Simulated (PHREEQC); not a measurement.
# Buffer: an equilibrium model

Dissolve 0.00097 mol/kgw NaH2PO4 and 7e-05 mol/kgw Na2B4O7 at 55 °C. Closed to the air; pH follows from the charge balance.

Model: ion-association model, phreeqc.dat, run in PHREEQC.

Each row changes one thing in this solution. No solid was allowed to form.

```tsv
case	pH	ionic strength (mol/kgw)	H2PO4- (mol/kgw)	HPO4-2 (mol/kgw)	H2BO3- (mol/kgw)	NaHPO4- (mol/kgw)
as made	6.31	0.00125	0.000830	0.000140	5.66e-7	2.56e-7
diluted 5-fold with water	6.35	0.000251	0.000166	2.82e-5	1.20e-7	1.13e-8
diluted 100-fold with water	6.42	1.31e-5	8.12e-6	1.58e-6	7.03e-9	3.35e-11
temperature from 55 to 70 °C	6.28	0.00125	0.000830	0.000139	6.55e-7	2.54e-7
NaH2PO4 from 0.00097 to 0.0097 mol/kgw	5.21	0.0100	0.00953	0.000155	4.84e-8	1.94e-6
0.00086 mol/kgw Na2CO3 added	8.33	0.00376	4.80e-5	0.000918	5.02e-5	3.83e-6
```

Constants without temperature data keep their 25 °C values here.
